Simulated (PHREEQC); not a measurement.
Solution (25 °C): 3.9 mmol/kgw FeSO4 and 3.5 mmol/kgw NaH2PO4. Closed to the air; pH follows from the charge balance.

All values are PHREEQC results (ion-association model, phreeqc.dat), not measurements.

No solid was allowed to form.

### Question
Predict the pH, ionic strength.

### Answer
pH 4.66; ionic strength 0.0143 mol/kgw.

### Question
In which forms is Na present?

### Answer
Na+ 99 %, NaSO4- 1.0 % of the Na.

Saturation is exceeded, for instance for Vivianite; the values hold only as long as no solid forms.
